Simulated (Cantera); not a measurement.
Input: 1 mol SiH4, 0.11 mol O2, equilibrated at 0.133 bar.

These are equilibrium values from Cantera (NASA tables, ideal gas, pure condensed phases), not measurements of a reactor. Candidate condensed phases: H2O, Si, SiO2; 18 gas species. Gases not in the tables: Si2H6 and higher silanes. The numbers say what is thermodynamically allowed, not how fast it happens. All values below are at 1627 °C.

Base state: H2 0.899, SiO 0.0990, H 0.00206, Si 9.46e-5, SiH2 5.24e-5, SiH 2.84e-5, H2O 1.08e-5 (mole fractions); condensed: Si(l).

Question: What changes in the equilibrium state with this change: O2 from 0.11 to 0.5 mol?

Answer: 
```json
[
 {"species": "H2", "before": "0.899", "after": "0.665"},
 {"species": "SiO", "before": "0.0990", "after": "0.333"},
 {"species": "H", "before": "0.00206", "after": "0.00177"},
 {"species": "H2O", "before": "1.08e-5", "after": "6.52e-5"},
 {"species": "SiH2", "before": "5.24e-5", "after": "1.60e-5"},
 {"species": "Si(l), mol", "before": "0.780", "after": "0"}
]
```
